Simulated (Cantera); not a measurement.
**Thermodynamics of boron, boron nitride and boron oxide, feed B + O2 + H2O**

Charge: 1 mol B, 4.2 mol O2, 8.9 mol H2O, equilibrated at 0.133 bar.

Equilibrium computed with Cantera from the NASA thermochemical tables; the gas is ideal and each condensed phase is pure. Candidate condensed phases: B, B2O3, B3O3H3, H2O; 23 gas species. Gases not in the tables: H3BO3. The numbers say what is thermodynamically allowed, not how fast it happens.

From 527 °C to 1077 °C the condensed part is B2O3(l). The share of B in condensed phases is highest at 927 °C (88.0 %) and lowest at 527 °C (27.4 %).

| T (°C) | x H2O | x O2 | x (HBO2)3 | x HBO2 | n B2O3(l) |
|---|---|---|---|---|---|
| 527 | 0.698 | 0.282 | 0.0198 | 2.99e-7 | 0.137 |
| 577 | 0.704 | 0.281 | 0.0143 | 1.45e-6 | 0.238 |
| 627 | 0.709 | 0.281 | 0.0105 | 5.82e-6 | 0.306 |
| 677 | 0.712 | 0.280 | 0.00795 | 2.00e-5 | 0.353 |
| 727 | 0.714 | 0.280 | 0.00613 | 6.07e-5 | 0.386 |
| 777 | 0.715 | 0.280 | 0.00483 | 0.000164 | 0.410 |
| 827 | 0.716 | 0.280 | 0.00386 | 0.000404 | 0.426 |
| 877 | 0.716 | 0.280 | 0.00314 | 0.000915 | 0.436 |
| 927 | 0.716 | 0.279 | 0.00259 | 0.00193 | 0.440 |
| 977 | 0.715 | 0.279 | 0.00215 | 0.00381 | 0.437 |
| 1027 | 0.712 | 0.279 | 0.00181 | 0.00712 | 0.422 |
| 1077 | 0.708 | 0.278 | 0.00153 | 0.0126 | 0.393 |
x: gas mole fraction; n: condensed amount in mol.
